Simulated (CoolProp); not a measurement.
Vapour-liquid equilibrium of p-xylene (1) + n-nonane (2) at 417 K; x and y are mole fractions of (1).

Values from CoolProp's multi-fluid Helmholtz-energy mixture model, Zhou 2012 and Lemmon 2006; pair parameters Bell 2016.

Task: Give the bubble pressure and the first vapour's composition at x = 0.05, 0.65, 0.95. Is there an azeotrope?

Result: x = 0.05: 0.8607 bar, y = 0.071; x = 0.65: 1.063 bar, y = 0.713; x = 0.95: 1.156 bar, y = 0.962. No azeotrope shows between x = 0.05 and 0.95.

The pair parameters rest on a limited set of measurements; away from them the model extrapolates.
